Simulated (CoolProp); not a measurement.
Vapour pressure (MPa) of n-pentane: the reference equation beside estimates from Tc = 469.7 K, pc = 3.368 MPa, ω = 0.251. Clausius-Clapeyron is anchored at 292.9 K with a constant enthalpy of vaporisation of 26.72 kJ/mol.

The numbers come from the reference Helmholtz-energy equation of state, Thol 2019 in CoolProp.

| T (K) | reference | Lee-Kesler | Clausius-Clapeyron | van der Waals | Redlich-Kwong | Soave-Redlich-Kwong | Peng-Robinson |
|---|---|---|---|---|---|---|---|
| 292.9 | 0.05602 | ? | 0.05602 | 0.3642 | 0.1022 | 0.05532 | 0.05611 |
| 306.3 | 0.09165 | 0.09077 | 0.09055 | 0.4656 | 0.1571 | 0.09093 | 0.09150 |
| 319.7 | 0.1430 | 0.1425 | 0.1406 | 0.5842 | 0.2314 | 0.1425 | 0.1425 |
| 333.1 | 0.2143 | 0.2146 | 0.2106 | 0.7212 | 0.3284 | 0.2144 | 0.2134 |
| 346.6 | ? | 0.3122 | 0.3067 | 0.8788 | 0.4526 | 0.3123 | 0.3096 |
| 360 | 0.4363 | 0.4389 | 0.4332 | 1.056 | 0.6057 | 0.4397 | 0.4349 |
| 373.4 | 0.5964 | 0.6002 | 0.5968 | 1.254 | 0.7918 | 0.6028 | 0.5953 |
| 386.8 | 0.7967 | 0.8015 | 0.8042 | 1.474 | 1.014 | 0.8073 | 0.7967 |
| 400.2 | 1.043 | 1.049 | 1.062 | 1.717 | 1.275 | 1.059 | 1.045 |
| 413.6 | 1.343 | 1.348 | ? | 1.983 | 1.579 | 1.364 | 1.348 |
| 427.1 | 1.705 | 1.710 | 1.761 | ? | 1.930 | 1.732 | 1.714 |

Q: Some entries are withheld; supply them.

A: 
- 292.9, Lee-Kesler: 0.05505
- 346.6, reference: 0.3109
- 413.6, Clausius-Clapeyron: 1.378
- 427.1, van der Waals: 2.276

Absolute difference from the reference over all 11 rows, mean and median: Lee-Kesler 0.6 and 0.6 %, Clausius-Clapeyron 1.4 and 1.4 %, van der Waals 197.2 and 142.0 %, Redlich-Kwong 42.4 and 38.8 %, Soave-Redlich-Kwong 1.0 and 1.1 %, Peng-Robinson 0.3 and 0.3 %.
